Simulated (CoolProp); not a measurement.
A Linde-Hampson liquefier for oxygen: isothermal reversible compression at 280 K from 1 atm to 15 MPa, throttling to 1 atm, return gas leaving the recuperator 5 K below the feed. Each further row changes one setting.

Computed with CoolProp (reference Helmholtz-energy equation of state, Schmidt 1985).

| case | liquid yield per pass | compression work (kJ/kg of gas) |
|---|---|---|
| as stated | 0.091 | 356 |
| high pressure 30 MPa | 0.156 | 402 |
| warm-end temperature 310 K | 0.065 | 398 |
| warm-end gap 10 K | 0.080 | 356 |

Above 300 K oxygen's equation is extrapolated.
